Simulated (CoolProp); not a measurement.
The numbers come from the reference Helmholtz-energy equation of state, Lemmon 2006 in CoolProp. It is a short technical equation, of lower accuracy than the large ones.

Q: Give the vapour pressure (MPa), liquid density (kg/m³), vapour density (kg/m³), liquid cp (kJ/(kg K)) of saturated nitrous oxide at -57.25, -22.75, 11.65 °C.

A: 
| T (°C) | p (MPa) | liquid density (kg/m³) | vapour density (kg/m³) | liquid cp (kJ/(kg K)) |
|---|---|---|---|---|
| -57.25 | 0.483 | 1130 | 12.9 | 1.77 |
| -22.75 | 1.65 | 1010 | 42.9 | 1.96 |
| 11.65 | 4.16 | 842 | 121 | 2.64 |
